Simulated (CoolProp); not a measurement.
A closed Brayton cycle with carbon dioxide: compressor inlet 313.15 K and 8.3 MPa, high pressure 25.8 MPa, turbine inlet 765 K, compressor efficiency 0.8, turbine efficiency 0.85, recuperator effectiveness 0.8 (on enthalpy, no pinch check). Each further row changes one setting.

The numbers come from the reference Helmholtz-energy equation of state, Span 1996 in CoolProp.

```
case                           thermal efficiency (%)  net work (kJ/kg)  compressor to turbine work  compressor exit (K)  turbine exit (K)
-----------------------------  ----------------------  ----------------  --------------------------  -------------------  ----------------
as stated                                        27.2              77.9                        0.39                390.6             642.5
turbine inlet 715 K                              25.5              67.9                        0.42                390.6             596.7
compressor inlet 323.15 K                        24.9              65.0                        0.49                418.5             642.5
high pressure 21.9 MPa                           25.9              70.3                        0.36                379.0             659.7
recuperator effectiveness 0.5                    20.8              77.9                        0.39                390.6             642.5
```
